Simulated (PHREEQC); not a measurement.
Metal-bearing waste water

Consider water at 25 °C with 0.013 mol/kgw MnSO4, 0.0017 mol/kgw MgSO4 and 0.00035 mol/kgw H2SO4. Closed to the air; pH follows from the charge balance.

The numbers come from PHREEQC with the Pitzer model, pitzer.dat.

Each row changes one thing in this solution. No solid was allowed to form.

| case | pH | ionic strength (mol/kgw) | HSO4- (mol/kgw) | SI of Epsomite (MgSO4:7H2O) | SI of Hexahydrite (MgSO4:6H2O) |
|---|---|---|---|---|---|
| as made | 3.42 | 0.0594 | 0.000234 | -3.63 | -3.91 |
| MnSO4 from 0.013 to 0.0065 mol/kgw | 3.36 | 0.0335 | 0.000180 | -3.71 | -3.99 |
| MgSO4 from 0.0017 to 0.00034 mol/kgw | 3.41 | 0.0540 | 0.000225 | -4.34 | -4.62 |
| MnSO4 from 0.013 to 0.0143 mol/kgw | 3.44 | 0.0646 | 0.000242 | -3.62 | -3.90 |
| 0.0096 mol/kgw KHSO4 added | 2.31 | 0.0806 | 0.00402 | -3.58 | -3.86 |

Complexes and solids missing from the database can't appear.
